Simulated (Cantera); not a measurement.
A closed system holds: 1 mol Ta, a varied amount of CO2, 8.3 mol H2, equilibrated at 2025 °C and 770 Pa.

Cantera equilibrium calculation (NASA polynomials, part measured and part estimated; ideal gas, pure solids and liquids). Candidate condensed phases: C, C6H6, C7H8, C8H18, H2O, Ta, TaC, Ta2O5; 113 gas species. Mutual solubility and eutectic melting of coexisting phases are not modelled. Condensed phases not in the tables: Ta2C, N, O or C dissolved in the metal. Kinetics and transport are ignored.

What share of the Ta ends up in condensed phases as a function of n(CO2) (mol), at 0.13, 0.45, 0.77, 1.1, 1.4, 1.7, 2, 2.4, 2.7, 3, 3.3, 3.6?


```tsv
n(CO2) (mol)	Ta condensed (%)	as
0.13	94.3	Ta(s)
0.45	89.9	Ta(s) + Ta2O5(l)
0.77	89.5	Ta(s) + Ta2O5(l)
1.1	89.2	Ta(s) + Ta2O5(l)
1.4	88.8	Ta(s) + Ta2O5(l)
1.7	88.5	Ta(s) + Ta2O5(l)
2	88.1	Ta(s) + Ta2O5(l)
2.4	87.7	Ta(s) + Ta2O5(l)
2.7	95.5	Ta2O5(l)
3	97.1	Ta2O5(l)
3.3	97.6	Ta2O5(l)
3.6	98.0	Ta2O5(l)
```
